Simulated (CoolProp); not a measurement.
The fluid at 293.15 K and 3.78 MPa is compressed adiabatically to 19.7 MPa with isentropic efficiency 0.9. The same conditions are run with several fluids, on thermodynamics alone (safety and materials aside).

Computed with CoolProp (reference Helmholtz-energy equation of state of each fluid (carbon dioxide: Span 1996; methane: Setzmann 1991; oxygen: Schmidt 1985; ethylene: Smukala 2000)).

```csv
fluid,work (kJ/kg),final temperature (K),final density (kg/m³)
carbon dioxide,94.6,440.2,294
methane,326,442.3,85.3
oxygen,180,487.3,148
ethylene,138,420.0,200
```

Above 300 K oxygen's equation is extrapolated.
